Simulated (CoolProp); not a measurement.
CH3F (R41) at 364.41 K and 0.236 MPa is throttled through a valve to 0.14 MPa with no heat exchange. Each further row changes one setting.

The numbers come from the reference Helmholtz-energy equation of state, Lemmon 2006 in CoolProp. It is a short technical equation, of lower accuracy than the large ones.

```json
[
 {"case": "as stated", "temperature change (K)": "-1.0", "final density (kg/m³)": "1.59"},
 {"case": "outlet pressure 0.042 MPa", "temperature change (K)": "-2.0", "final density (kg/m³)": "0.475"},
 {"case": "outlet pressure 0.182 MPa", "temperature change (K)": "-0.6", "final density (kg/m³)": "2.06"}
]
```
